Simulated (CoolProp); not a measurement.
20 sccm (0 °C, 1 atm) of nitrogen bubbles through liquid propylene glycol at 357.9 K and leaves saturated at a total pressure of 0.0256 MPa (ideal gas phase). Each further row changes one setting.

The numbers come from the reference Helmholtz-energy equation of state, Eisenbach 2021 in CoolProp.

```tsv
case	vapour pressure (kPa)	mole fraction of vapour	delivery (mg/min)	delivery (sccm)	change of delivery for a bath 1 K warmer (%)
as stated	1.29	0.0505	3.61	1.06	6.2
bath temperature 362.9 K	1.71	0.0669	4.87	1.43	6.1
total pressure 0.0512 MPa	1.29	0.0252	1.76	0.518	6.1
```
